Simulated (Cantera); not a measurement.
Input (Python, Cantera) and output of one run.

```python
import numpy as np
import cantera as ct

gas_names = """
    Fe H H2 H2S N NH NH2 NH3 N2 N2H2 N2H4 S SH SN S2 S8
""".split()
cond_names = """
    Fe(a) Fe(c) Fe(d) Fe(L) FeS(a) FeS(b) FeS(c) FeS(L) FeS2(s) S(cr1) S(cr2) S(L)
""".split()


# ... load() reads the species with a 1 bar reference pressure and builds the phases ...
atoms = {
    'FeS2': {'Fe': 1, 'S': 2},
    'H2': {'H': 2},
    'N2': {'N': 2},
}
top_T = {'FeS2(s)': 1010}  # K; cautious upper limits of use, not melting points


# ... equilibrate(T, P, feed) seeds the gas with the atoms and calls Mixture.equilibrate('TP', solver="vcs", rtol=1e-11, max_steps=5000) ...
results = []
feed = {'FeS2': 1, 'H2': 2.4, 'N2': 2.2}  # mol
T = 1223  # K
P = 160  # Pa
mix = equilibrate(T, P, feed)
results.append((T, P, feed, dict(zip(mix.species_names, mix.species_moles))))
x = sorted(zip(gas.X, gas.species_names), reverse=True)
print(f"T = {T:g} K  P = {P:g} Pa  gas = {mix.phase_moles(0):.4g} mol")
print("   x: " + "  ".join(f"{s} {v:.3e}" for v, s in x if v > 0.0001))
print("   condensed (mol): " + ("  ".join(f"{mix.phase(i).name} {mix.phase_moles(i):.4g}"
      for i in range(1, mix.n_phases) if mix.phase_moles(i) > 1e-12) or "none"))
```

Output:

```
T = 1223 K  P = 160 Pa  gas = 4.91 mol
   x: N2 4.481e-01  H2 4.110e-01  H2S 7.747e-02  S2 6.276e-02  SH 6.747e-04
   condensed (mol): FeS(c) 1
```

Method: chemical equilibrium by Gibbs-energy minimisation in Cantera with the NASA 1993 tables (ideal gas, pure condensed phases). FeS: taken at fixed stoichiometry. Gases not in the tables: S3 to S7.
